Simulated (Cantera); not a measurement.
Input: 1 mol AlN, 2 mol HCl, 22 mol N2, held at 1823 K and 640 Pa.

Equilibrium computed with Cantera from the NASA thermochemical tables; the gas is ideal and each condensed phase is pure. Candidate condensed phases: Al, AlCl3, AlN, NH4Cl; 20 gas species. The tables' values for AlCl2 are old estimates; treat these amounts as uncertain. Rates play no part.

Base state: N2 0.903, AlCl 0.0334, HCl 0.0306, H2 0.0244, AlCl2 0.00477, AlCl3 0.00198, H 0.000846, Cl 0.000809 (mole fractions); condensed: gas only.

Q: What changes in the equilibrium state with this change: HCl from 2 to 3.8 mol?

A: 
| species | before | after |
|---|---|---|
| N2 | 0.903 | 0.848 |
| HCl | 0.0306 | 0.0810 |
| H2 | 0.0244 | 0.0306 |
| AlCl | 0.0334 | 0.0226 |
| AlCl3 | 0.00198 | 0.00747 |
| Al | 1.19e-5 | 3.42e-6 |
| Cl | 0.000809 | 0.00191 |

Q: What changes in the equilibrium state with this change: temperature from 1823 K to 1175 K?

A: 
```tsv
species	before	after
N2	0.903	0.927
H2	0.0244	0.0315
AlCl3	0.00198	0.0210
AlCl	0.0334	5.19e-6
HCl	0.0306	0.0203
Al	1.19e-5	<1e-9
Cl	0.000809	1.53e-7
H	0.000846	2.72e-7
AlN(s), mol	0	0.495
```
